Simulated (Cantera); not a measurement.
A perfectly stirred reactor is fed with 3.49 % CH4, 0.314 % CO, 13.7 % O2, 82.5 % N2, equivalence ratio 0.52, at 1.00 atm; it is adiabatic with a 623 K inlet, and is followed from long to short residence time, starting on the burning branch (τ in s: 0.023, 0.013, 0.0075, 0.0043, 0.0025, 0.0014, 0.00083, 0.00048, 0.00028, 0.00016, 9.2e-05, 5.3e-05).

Model: GRI-Mech 3.0 (53 species, 325 reactions), integrated in Cantera.

One state of this run: T (K) = 1443; x CH4 = 0.000106; x CO = 0.00160; x O2 = 0.0668; x NO2 = 4.27e-9; x NO = 9.55e-7; x HCO = 1.17e-7. x: mole fraction; the columns are a selection and need not sum to one.

Q: Which value of τ (s) does it belong to?
A. 0.00016
B. 0.013
C. 0.0025
D. 9.2e-5

A: B, 0.013
